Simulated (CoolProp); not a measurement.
Properties of n-octane along the isobar 7.56 bar (Tc = 568.7 K, pc = 24.84 bar, ω = 0.398).

Values from CoolProp's reference Helmholtz-energy equation of state, Beckmüller 2019.

| T (K) | phase | density (kg/m³) | expansivity (1/kK) | conductivity (mW/(m K)) | fugacity coefficient |
|---|---|---|---|---|---|
| 454.9 | liquid | 554.2 | 2.099 | [?] | 0.4557 |
| 463.2 | liquid | 544.3 | 2.237 | 81.6 | 0.5283 |
| 471.5 | liquid | 534.0 | 2.401 | 79.6 | 0.6076 |
| 479.8 | liquid | [?] | 2.601 | 77.7 | 0.6936 |
| 488.1 | liquid | 511.3 | 2.852 | 75.8 | 0.7862 |
| 496.5 | gas | 26.67 | 4.746 | 33.2 | [?] |
| 504.8 | gas | [?] | [?] | 34.0 | 0.8339 |
| 513.1 | gas | 24.82 | 3.971 | 34.9 | 0.8435 |

What belongs in the gaps?


- 454.9, conductivity (mW/(m K)): 83.5
- 479.8, density (kg/m³): 523.0
- 496.5, fugacity coefficient: 0.8234
- 504.8, density (kg/m³): 25.69
- 504.8, expansivity (1/kK): 4.315

Thermal conductivity comes from a separate model (Huber 2005).
